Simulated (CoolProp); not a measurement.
CF4 (R14) along the isotherm -32.55 °C: density (kg/m³) from the reference equation and from simpler models built on Tc = -45.8 °C, pc = 3.762 MPa, ω = 0.178; each cubic takes its own stable root.

The numbers come from the reference Helmholtz-energy equation of state, Platzer 1990 in CoolProp. This equation is an older, rougher fit.

```json
[
 {"p (MPa)": "0.171", "phase": "gas", "reference": "7.622"},
 {"p (MPa)": "0.342", "phase": "gas", "reference": "15.45"},
 {"p (MPa)": "0.513", "phase": "gas", "reference": "23.50"},
 {"p (MPa)": "0.684", "phase": "gas", "reference": "31.79"},
 {"p (MPa)": "0.855", "phase": "gas", "reference": "40.33"},
 {"p (MPa)": "1.03", "phase": "gas", "reference": "49.34"},
 {"p (MPa)": "1.2", "phase": "gas", "reference": "58.39"},
 {"p (MPa)": "1.37", "phase": "gas", "reference": "67.76"},
 {"p (MPa)": "1.54", "phase": "gas", "reference": "77.45"},
 {"p (MPa)": "1.71", "phase": "gas", "reference": "87.52"},
 {"p (MPa)": "1.88", "phase": "gas", "reference": "97.98"}
]
```

How far does each simpler model (van der Waals, Redlich-Kwong, Peng-Robinson) lie from the reference over these 11 states: mean and median of the absolute difference, and the worst?


- van der Waals: mean 0.7 %, median 0.7 %, worst -1.1 % at -32.55 °C and 1.88 MPa
- Redlich-Kwong: mean 0.2 %, median 0.2 %, worst +0.4 % at -32.55 °C and 1.88 MPa
- Peng-Robinson: mean 1.0 %, median 1.0 %, worst +2.0 % at -32.55 °C and 1.88 MPa
